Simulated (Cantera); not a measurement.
Feed: 1 mol C₆H₆, 0.04 mol CO₂, 0.028 mol NH₃, at 1330 Pa.

These are equilibrium values from Cantera (NASA tables, ideal gas, pure condensed phases), not measurements of a reactor. Candidate condensed phases: C, C₆H₆, C₇H₈, C₈H₁₈, H₂O; 136 gas species. Kinetics and transport are ignored.

x: gas mole fraction; n: condensed amount in mol.

| T (°C) | x H₂ | x CH₄ | x H₂O | x CO | x N₂ | x H | n C(graphite) |
|---|---|---|---|---|---|---|---|
| 302 | 0.444 | 0.510 | 0.0387 | 9.94e-5 | 0.00690 | <1e-12 | 5.01 |
| 402 | 0.832 | 0.135 | 0.0256 | 0.00229 | 0.00518 | <1e-12 | 5.67 |
| 502 | 0.945 | 0.0244 | 0.00901 | 0.0158 | 0.00462 | 8.35e-12 | 5.92 |
| 602 | 0.964 | 0.00541 | 0.00127 | 0.0242 | 0.00449 | 4.27e-10 | 5.95 |
| 702 | 0.968 | (withheld) | (withheld) | 0.0253 | 0.00447 | (withheld) | 5.96 |
| 802 | 0.969 | 0.000565 | 4.16e-5 | 0.0255 | 0.00447 | 1.25e-7 | 5.96 |
| 902 | 0.970 | 0.000240 | 1.14e-5 | 0.0255 | 0.00446 | 1.05e-6 | 5.96 |
| 1002 | 0.970 | 0.000116 | 3.85e-6 | 0.0255 | 0.00446 | 6.29e-6 | 5.96 |
| 1102 | 0.970 | (withheld) | (withheld) | 0.0255 | 0.00445 | (withheld) | 5.96 |
| 1202 | 0.970 | 3.65e-5 | 6.81e-7 | 0.0255 | 0.00443 | 0.000111 | 5.96 |
| 1302 | 0.970 | 2.28e-5 | 3.38e-7 | 0.0255 | 0.00441 | 0.000354 | 5.96 |
| 1402 | 0.969 | 1.51e-5 | 1.83e-7 | 0.0255 | 0.00436 | 0.000990 | 5.96 |
| 1502 | 0.967 | 1.04e-5 | 1.06e-7 | 0.0255 | 0.00428 | 0.00247 | 5.96 |

Question: What belongs in the gaps?

Answer: 
- 702, x CH₄: 0.00157
- 702, x H₂O: 0.000197
- 702, x H: 9.75e-9
- 1102, x CH₄: 6.24e-5
- 1102, x H₂O: 1.52e-6
- 1102, x H: 2.92e-5
